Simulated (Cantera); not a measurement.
A Cantera script and its output.

```python
import numpy as np
import cantera as ct

gas = ct.Solution("h2o2.yaml")
gas.TPX = 525, 43000, {'H2': 1, 'O2': 0.179, 'N2': 0.661}
flame = ct.FreeFlame(gas, width=0.072)
flame.set_refine_criteria(ratio=3, slope=0.08, curve=0.16)
flame.transport_model = "mixture-averaged"
flame.solve(loglevel=0, auto=True)
z, T = flame.grid, flame.T
thick = (T[-1] - T[0]) / np.gradient(T, z).max()
show = ['H2', 'O2', 'H', 'H2O', 'HO2', 'H2O2']
print(f"laminar burning velocity  {flame.velocity[0] * 100:.3f} cm/s")
print(f"burnt temperature         {T[-1]:.1f} K")
print(f"thermal thickness         {thick * 1e3:.4f} mm")
print(f"grid points               {len(z)}")
z0 = z[flame.heat_release_rate.argmax()]
print(f"{'z/mm':>9s}{'T/K':>9s}{'u/(m/s)':>9s}" + "".join(f"{s:>11s}" for s in show))
rows = []
for k in (-3, -2, -1.5, -1, -0.5, -0.25, 0, 0.25, 0.5, 1, 2, 4, 8):
    zz = z0 + k * thick
    rows.append([k * thick, np.interp(zz, z, T), np.interp(zz, z, flame.velocity),
                 *(np.interp(zz, z, flame.X[gas.species_index(s)]) for s in show)])
    print(f"{rows[-1][0] * 1e3:9.3f}{rows[-1][1]:9.1f}{rows[-1][2]:9.3f}" + "".join(f"{x:11.3e}" for x in rows[-1][3:]))
```

It prints:

```
laminar burning velocity  593.852 cm/s
burnt temperature         2009.4 K
thermal thickness         1.3699 mm
grid points               142
     z/mm      T/K  u/(m/s)         H2         O2          H        H2O        HO2       H2O2
   -4.110    525.0    5.939  5.435e-01  9.728e-02  3.368e-17  8.906e-15  4.052e-14  1.917e-17
   -2.740    525.0    5.939  5.435e-01  9.728e-02  4.641e-13  6.126e-12  4.106e-11  1.736e-14
   -2.055    525.0    5.939  5.435e-01  9.728e-02  8.977e-11  3.532e-10  2.635e-09  1.380e-12
   -1.370    525.0    5.939  5.435e-01  9.728e-02  8.750e-08  1.235e-07  6.370e-07  8.006e-10
   -0.685    550.6    6.201  5.402e-01  9.707e-02  3.720e-04  1.267e-03  1.389e-04  3.350e-06
   -0.342    750.5    8.280  5.120e-01  9.128e-02  8.985e-03  1.862e-02  7.397e-05  3.652e-06
    0.000   1105.5   11.888  4.203e-01  5.811e-02  5.037e-02  9.123e-02  2.896e-05  3.588e-07
    0.342   1339.7   14.358  3.408e-01  1.198e-02  8.535e-02  1.803e-01  5.730e-06  1.585e-07
    0.685   1432.4   15.299  3.280e-01  1.489e-03  8.668e-02  2.017e-01  6.709e-07  8.592e-08
    1.370   1524.1   16.179  3.338e-01  1.154e-04  7.608e-02  2.056e-01  5.084e-08  7.457e-08
    2.740   1623.4   17.107  3.435e-01  6.348e-05  6.197e-02  2.071e-01  2.834e-08  5.968e-08
    5.479   1723.3   18.021  3.536e-01  4.294e-05  4.725e-02  2.088e-01  1.970e-08  3.857e-08
   10.959   1812.9   18.824  3.629e-01  2.454e-05  3.370e-02  2.106e-01  1.222e-08  2.088e-08
```

Detailed kinetics in Cantera: the H2/O2 subset of GRI-Mech 3.0, which has no nitrogen chemistry. Burning velocities carry a grid error of a few per cent, more on coarse grids.
